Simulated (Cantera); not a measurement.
Feed: 1 mol BF₃, 6.2 mol H₂O, 74 mol N₂, equilibrated at 875 K and 75.0 Torr.

Cantera equilibrium calculation (NASA polynomials, part measured and part estimated; ideal gas, pure solids and liquids). Candidate condensed phases: B, BN, B₂O₃, B₃O₃H₃, H₂O; 62 gas species. Gases not in the tables: H₃BO₃. Equilibrium is a limit: real reactors are often held back by kinetics, nucleation or transport.

Base state: N₂ 0.909, H₂O 0.0659, HF 0.0195, BF₃ 0.00533, B₃O₃F₃ 0.000449, (HBO₂)₃ 0.000301 (mole fractions); condensed: B₂O₃(l).

Question: What changes in the equilibrium state with this change: BF₃ replaced by B₂O₃?

Answer: 
```tsv
species	before	after
N₂	0.909	0.923
H₂O	0.0659	0.0768
(HBO₂)₃	0.000301	0.000379
HF	0.0195	0
BF₃	0.00533	0
B₃O₃F₃	0.000449	0
B₂O₃(l), mol	0.191	0.954
```

Question: What changes in the equilibrium state with this change: BF₃ replaced by BCl₃?

Answer: 
| species | before | after |
|---|---|---|
| N₂ | 0.909 | 0.906 |
| H₂O | 0.0659 | 0.0572 |
| HCl | 0 | 0.0367 |
| HF | 0.0195 | 0 |
| (HBO₂)₃ | 0.000301 | 0.000243 |
| BF₃ | 0.00533 | 0 |
| B₃O₃F₃ | 0.000449 | 0 |
| B₂O₃(l), mol | 0.191 | 0.470 |
Further candidate phases: NH₄Cl.
